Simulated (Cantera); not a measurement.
An adiabatic, constant-pressure homogeneous reactor starts with H2 : O2 : N2 : H2O = 1 : 1.25 : 6.8 : 1.3 (molar parts), equivalence ratio 0.40, at 1725 K and 7500 Torr.

Cantera simulation using the H2/O2 subset of GRI-Mech 3.0, which has no nitrogen chemistry; the numbers are that mechanism's predictions, not measurements. The hydrogen kinetics of GRI-Mech 3.0 are dated; newer H2 mechanisms differ, most at raised pressure.

Predict: time of steepest temperature rise; temperature at 1.00 s; equilibrium temperature; x(H2) at 1.00 s; x(O2) at 1.00 s; x(H2O) at 1.00 s; x(H2O2) at 1.00 s; x(H) at 1.00 s.


```json
{
 "time_of_steepest_temperature_rise": "1.37 µs",
 "temperature at 1.00 s": "2333 K",
 "equilibrium_temperature": "2333 K",
 "x(H2) at 1.00 s": "0.000669 (gas-phase equilibrium 0.000669)",
 "x(O2) at 1.00 s": "0.0747 (gas-phase equilibrium 0.0747)",
 "x(H2O) at 1.00 s": "0.230 (gas-phase equilibrium 0.230)",
 "x(H2O2) at 1.00 s": "9.53e-7 (gas-phase equilibrium 9.53e-7)",
 "x(H) at 1.00 s": "9.45e-5 (gas-phase equilibrium 9.45e-5)"
}
```
